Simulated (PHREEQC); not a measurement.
Make-up at 25 °C: 0.0078 mol/kgw Na2HPO4 and 7e-05 mol/kgw HBF4. Closed to the air; pH follows from the charge balance.

Model: ion-association model, phreeqc.dat, run in PHREEQC.

**Question.** The ionic strength comes out as 0.0229 mol/kgw. What activity coefficients do F-, Na+, HPO4-2, NaHPO4-, H2PO4- get?

**Answer.** F- 0.86, Na+ 0.87, HPO4-2 0.57, NaHPO4- 0.87, H2PO4- 0.87.

Precipitation was switched off in this run. Real BF4- forms and hydrolyses slowly; the run takes it at equilibrium.
